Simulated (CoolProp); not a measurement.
Benzene at 461.69 K and 0.293 MPa is throttled through a valve to 0.0292 MPa with no heat exchange. Each further row changes one setting.

Values from CoolProp's reference Helmholtz-energy equation of state, Thol 2012.

```json
[
 {"case": "as stated", "temperature change (K)": "-3.6", "final density (kg/m³)": "…"},
 {"case": "outlet pressure 0.00876 MPa", "temperature change (K)": "…", "final density (kg/m³)": "0.180"},
 {"case": "outlet pressure 0.038 MPa", "temperature change (K)": "…", "final density (kg/m³)": "0.783"}
]
```

**Question.** Fill in the missing entries.

**Answer.** 
- as stated, final density (kg/m³): 0.601
- outlet pressure 0.00876 MPa, temperature change (K): -3.8
- outlet pressure 0.038 MPa, temperature change (K): -3.5
